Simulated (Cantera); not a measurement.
Standard-state values (1 bar) from the NASA 1993 polynomials, evaluated with Cantera. Values are per mole of reaction as written; species without (g) are pure solids or liquids, kept so even where they would boil at 1 bar.

H2S(g) = H2(g) + S, with ΔH° = 20.5 kJ and ΔS° = -42.9 J/K at 300 K.

Task: How far is the shortcut ΔG° ≈ ΔH°(300 K) − T·ΔS°(300 K) from the full temperature-dependent value at 373, 448, 523, 598, 673, 748, 823, 898, 973, 1048 K?

Result: 
| T (K) | shortcut (kJ) | full (kJ) | difference (kJ) | difference in log10 K | condensed phases |
|---|---|---|---|---|---|
| 373 | 36.5 | 36.4 | 0.2 | -0.02 | S(s) |
| 448 | 39.8 | 38.8 | 1.0 | -0.11 | S(l) |
| 523 | 43.0 | 40.7 | 2.2 | -0.22 | S(l) |
| 598 | 46.2 | 42.3 | 3.9 | -0.34 | S(l) |
| 673 | 49.4 | 43.7 | 5.7 | -0.45 | S(l) |
| 748 | 52.6 | 44.8 | 7.8 | -0.54 | S(l) |
| 823 | 55.8 | 45.9 | 10.0 | -0.63 | S(l) |
| 898 | 59.1 | 46.8 | 12.3 | -0.71 | S(l) |
| 973 | 62.3 | 47.6 | 14.7 | -0.79 | S(l) |
| 1048 | 65.5 | 48.2 | 17.3 | -0.86 | S(l) |
The shortcut ignores heat capacities and the phase changes listed.
